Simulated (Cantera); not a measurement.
A closed system holds: 1 mol Si, 0.62 mol NH3, 9.9 mol H2, held at 0.00160 bar.

Cantera equilibrium calculation (NASA polynomials, part measured and part estimated; ideal gas, pure solids and liquids). Candidate condensed phases: Si, Si3N4; 18 gas species. Mutual solubility and eutectic melting of coexisting phases are not modelled. Gases not in the tables: Si2H6 and higher silanes. Kinetics and transport are ignored.

### Question
Which condensed phases are stable at each of these points (T (K)): 1223, 1323, 1423, 1523, 1623, 1723, 1823, 1923, 2023?

### Answer
```json
[
 {"T (K)": "1223", "condensed phases": "Si(s) + Si3N4(s)", "Si condensed (%)": "100.0"},
 {"T (K)": "1323", "condensed phases": "Si(s) + Si3N4(s)", "Si condensed (%)": "100.0"},
 {"T (K)": "1423", "condensed phases": "Si(s) + Si3N4(s)", "Si condensed (%)": "100.0"},
 {"T (K)": "1523", "condensed phases": "Si(s)", "Si condensed (%)": "100.0"},
 {"T (K)": "1623", "condensed phases": "Si(s)", "Si condensed (%)": "99.9"},
 {"T (K)": "1723", "condensed phases": "Si(l)", "Si condensed (%)": "99.2"},
 {"T (K)": "1823", "condensed phases": "Si(l)", "Si condensed (%)": "96.6"},
 {"T (K)": "1923", "condensed phases": "Si(l)", "Si condensed (%)": "87.1"},
 {"T (K)": "2023", "condensed phases": "Si(l)", "Si condensed (%)": "55.3"}
]
```

From 1223 K to 1423 K the condensed part is Si(s) + Si3N4(s). From 1523 K to 1623 K the condensed part is Si(s). From 1723 K to 2023 K the condensed part is Si(l).
